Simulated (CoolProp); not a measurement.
Saturated liquid density (kg/m³) of decamethylcyclopentasiloxane (D5): the reference equation beside estimates from Tc = 618.3 K, pc = 10.78 bar, ω = 0.631. Rackett uses Z = 0.29056 − 0.08775 ω.

The numbers come from the reference Helmholtz-energy equation of state, Thol 2019 in CoolProp.

| T (K) | reference | Rackett | van der Waals | Redlich-Kwong |
|---|---|---|---|---|
| 479.2 | ___ | 850.3 | 412.3 | 587.1 |
| 483.5 | 743.9 | 843.2 | 409.1 | 581.4 |
| 487.8 | 738.2 | 835.9 | 405.9 | ___ |
| 492.2 | 732.2 | 828.4 | ___ | 569.5 |
| 496.5 | 726.2 | 820.9 | 399.1 | 563.4 |
| 500.8 | 720.2 | 813.3 | 395.7 | 557.3 |
| 505.2 | 713.9 | 805.4 | 392.1 | 550.8 |
| 509.5 | 707.7 | 797.5 | 388.6 | 544.4 |
| 513.8 | 701.3 | 789.5 | 384.9 | 537.8 |
| 518.1 | 694.7 | 781.4 | 381.2 | 531.1 |
| 522.5 | 687.9 | ___ | 377.3 | ___ |

Question: Fill in the missing entries.

Answer: 
- 479.2, reference: 749.6
- 487.8, Redlich-Kwong: 575.6
- 492.2, van der Waals: 402.5
- 522.5, Rackett: 772.8
- 522.5, Redlich-Kwong: 524.1

Absolute difference from the reference over all 11 rows, mean and median: Rackett 12.9 and 12.9 %, van der Waals 45.1 and 45.1 %, Redlich-Kwong 22.7 and 22.6 %.
